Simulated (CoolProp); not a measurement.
Dimethyl carbonate along the isotherm 600 K: Z from the reference equation and from simpler models built on Tc = 557.0 K, pc = 49.09 bar, ω = 0.346; each cubic takes its own stable root.

Computed with CoolProp (reference Helmholtz-energy equation of state, Zhou 2011).

```
p (bar)          phase  reference  Redlich-Kwong  Soave-Redlich-Kwong
-------  -------------  ---------  -------------  -------------------
0.776              gas     0.9957         0.9957               0.9959
1.77               gas     0.9902         0.9900               0.9906
4.02               gas     0.9776         0.9772               0.9784
9.15               gas     0.9483         0.9473               0.9502
20.8               gas     0.8780         0.8751               0.8826
47.4               gas     0.6850         0.6744               0.7022
108      supercritical     0.3885         0.4199               0.4512
245      supercritical     0.6557         0.7092               0.7265
```
